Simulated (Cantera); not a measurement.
A perfectly stirred reactor is fed with CH₃OH : O₂ : N₂ = 0.7 : 0.882 : 3.32 (molar parts), equivalence ratio 1.2, at 1.01 bar; it is adiabatic with a 373 K inlet, and is followed from long to short residence time, starting on the burning branch (τ in s: 0.053, 0.016, 0.0051, 0.0016, 0.00048, 0.00015, 4.6e-05, 1.4e-05, 4.3e-06).

Detailed kinetics in Cantera: GRI-Mech 3.0 (53 species, 325 reactions). GRI-Mech 3.0 was tuned for natural gas; its chemistry of methanol as a main component is partial and can be far from experiment.

**Question.** Predict: blow-out, bracketed by the residence times tried; x(CH₃OH) at τ = 53.0 ms; x(O₂) at τ = 53.0 ms; x(CO₂) at τ = 53.0 ms; x(CH₂CO) at τ = 53.0 ms; x(CH₄) at τ = 53.0 ms; x(CH₃OH) at τ = 0.480 ms; x(O₂) at τ = 0.480 ms; x(CO₂) at τ = 0.480 ms; x(CH₂CO) at τ = 0.480 ms; x(CH₄) at τ = 0.480 ms.

**Answer.** 
| Property | Result |
|---|---|
| blow-out, bracketed by the residence times tried | burning at 0.150 ms, out at 46.0 µs |
| x(CH₃OH) at τ = 53.0 ms | 1.68e-6 |
| x(O₂) at τ = 53.0 ms | 0.00104 |
| x(CO₂) at τ = 53.0 ms | 0.0860 |
| x(CH₂CO) at τ = 53.0 ms | 1.24e-9 |
| x(CH₄) at τ = 53.0 ms | 3.48e-7 |
| x(CH₃OH) at τ = 0.480 ms | 5.19e-5 |
| x(O₂) at τ = 0.480 ms | 0.00965 |
| x(CO₂) at τ = 0.480 ms | 0.0754 |
| x(CH₂CO) at τ = 0.480 ms | 4.88e-8 |
| x(CH₄) at τ = 0.480 ms | 6.53e-6 |
